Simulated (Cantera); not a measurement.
## Stirred combustor or abatement burner

A perfectly stirred reactor is fed with CH4 : O2 : N2 = 1 : 3.77 : 14.2 (molar parts), at 100000 Pa; it is adiabatic with a 600 K inlet, and is followed from long to short residence time, starting on the burning branch (τ in s: 0.035, 0.016, 0.0073, 0.0033, 0.0015, 0.00069, 0.00031, 0.00014, 6.4e-05).

Cantera simulation using GRI-Mech 3.0 (53 species, 325 reactions); the numbers are that mechanism's predictions, not measurements.

```csv
τ (s),T (K),x CH4,x O2,x CH2,x NO2,x C2H,x CO,x CO2
0.035,1765,2.01e-5,0.0931,7.84e-8,2.27e-8,1.16e-12,0.000568,0.0521
0.016,1758,3.30e-5,0.0932,1.48e-7,1.78e-8,2.09e-12,0.000954,0.0516
0.0073,1748,5.44e-5,0.0933,2.71e-7,1.30e-8,3.56e-12,0.00160,0.0509
0.0033,1731,9.18e-5,0.0937,4.80e-7,9.21e-9,5.93e-12,0.00268,0.0497
0.0015,1705,0.000159,0.0944,8.21e-7,6.62e-9,9.93e-12,0.00446,0.0478
0.00069,1667,0.000294,0.0959,1.36e-6,4.81e-9,1.77e-11,0.00737,0.0446
0.00031,1606,0.000644,0.0993,2.38e-6,3.20e-9,3.85e-11,0.0126,0.0387
0.00014,600,0.0527,0.199,<1e-12,<1e-12,<1e-12,<1e-12,<1e-12
6.4e-5,600,0.0527,0.199,<1e-12,<1e-12,<1e-12,<1e-12,<1e-12
```
x: mole fraction; the columns are a selection and need not sum to one.
